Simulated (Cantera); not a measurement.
A closed system holds: 1 mol PbO, 0.81 mol O₂, 1 mol H₂, equilibrated at 360 Pa.

Cantera equilibrium calculation (NASA polynomials, part measured and part estimated; ideal gas, pure solids and liquids). Candidate condensed phases: H₂O, Pb, PbO, PbO₂, Pb₃O₄; 12 gas species. Rates play no part.

x: gas mole fraction; n: condensed amount in mol.

```csv
T (K),x H₂O,x O₂,x PbO,x OH,x Pb,x H₂,n Pb₃O₄(s),n PbO(red),n PbO(yellow)
475,0.875,0.125,<1e-12,<1e-12,<1e-12,<1e-12,0.333,0,0
525,0.763,0.237,<1e-12,<1e-12,<1e-12,<1e-12,0,1.00,0
575,0.763,0.237,<1e-12,<1e-12,<1e-12,<1e-12,0,1.00,0
625,0.763,0.237,<1e-12,1.11e-11,<1e-12,<1e-12,0,1.00,0
675,0.763,0.237,…,1.11e-10,<1e-12,<1e-12,0,1.00,0
725,0.763,0.237,…,8.15e-10,<1e-12,<1e-12,0,1.00,0
775,0.763,0.237,…,4.62e-9,<1e-12,<1e-12,0,0,1.00
825,0.763,0.237,…,2.12e-8,3.05e-12,4.17e-12,0,0,1.00
875,0.763,0.237,…,8.20e-8,8.91e-11,3.26e-11,0,0,1.000
925,0.763,0.237,…,2.74e-7,1.80e-9,2.04e-10,0,0,1.000
975,0.763,0.237,…,8.09e-7,2.64e-8,1.06e-9,0,0,1.000
```

Some entries are withheld; supply them.


- 675, x PbO: 7.61e-12
- 725, x PbO: 2.45e-10
- 775, x PbO: 4.99e-9
- 825, x PbO: 6.97e-8
- 875, x PbO: 7.15e-7
- 925, x PbO: 5.66e-6
- 975, x PbO: 3.60e-5
